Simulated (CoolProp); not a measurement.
R1234yf along the isobar 4.21 MPa: density (kg/m³) from the reference equation and from simpler models built on Tc = 367.8 K, pc = 3.384 MPa, ω = 0.276; each cubic takes its own stable root.

Model: reference Helmholtz-energy equation of state, Lemmon 2022, in CoolProp.

```tsv
T (K)	phase	reference
245.2	liquid	1271
256	liquid	1242
266.9	liquid	1211
277.7	liquid	1180
288.6	liquid	1147
299.4	liquid	1112
310.2	liquid	1074
321.1	liquid	1033
331.9	liquid	987.6
342.7	liquid	935.7
353.6	liquid	872.4
364.4	liquid	788.5
```

Task: How far does each simpler model (van der Waals, Redlich-Kwong) lie from the reference over these 12 states: mean and median of the absolute difference, and the worst?

Result: 
- van der Waals: mean 38.1 %, median 38.5 %, worst -39.7 % at 245.2 K and 4.21 MPa
- Redlich-Kwong: mean 15.8 %, median 15.3 %, worst -20.1 % at 364.4 K and 4.21 MPa
